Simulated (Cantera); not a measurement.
Charge: 1 mol Cr, 0.33 mol NH3, 84 mol N2, held at 1723.15 K and 1 atm.

Method: chemical equilibrium by Gibbs-energy minimisation in Cantera with the NASA 1993 tables (ideal gas, pure condensed phases). Candidate condensed phases: Cr, CrN, Cr2N; 11 gas species. Kinetics and transport are ignored.

Q: What is the equilibrium state?

A: 
* **x(N2)**: 0.994
* **x(H2)**: 0.00586
* **x(Cr)**: 2.53e-5
* **x(H)**: 1.39e-5
* **n(Cr2N(s))**: 0.499 mol
* **gas amount**: 84.41 mol
* **log10 activity of Cr(s) (absent)**: -0.07
